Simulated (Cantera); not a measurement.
A closed system holds: 1 mol Cu, 1.4 mol HF, 27 mol N2, at 1075 K and 0.000420 bar.

Method: chemical equilibrium by Gibbs-energy minimisation in Cantera with the NASA 1993 tables (ideal gas, pure condensed phases). Candidate condensed phases: Cu, CuF2; 25 gas species. The numbers say what is thermodynamically allowed, not how fast it happens.

Base state: N2 0.951, HF 0.0493 (mole fractions); condensed: Cu(s).

### Question
What changes in the equilibrium state with this change: 0.026 mol NH3 added?

### Answer
```csv
species,before,after
N2,0.951,0.949
HF,0.0493,0.0492
H2,3.08e-6,0.00137
"Cu(s), mol",1.000,1.000
```
